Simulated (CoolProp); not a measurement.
Computed with CoolProp (reference Helmholtz-energy equation of state, Wagner 2002).

Problem. For water, give the phase and the cp (kJ/(kg K)), expansivity (1/kK), fugacity coefficient at 619.5 K and 42 MPa; 662.1 K and 42 MPa.

Solution. 
- 619.5 K and 42 MPa: liquid; cp 5.57, expansivity 3.04, fugacity coefficient 0.306
- 662.1 K and 42 MPa: supercritical; cp 7.24, expansivity 5.58, fugacity coefficient 0.431
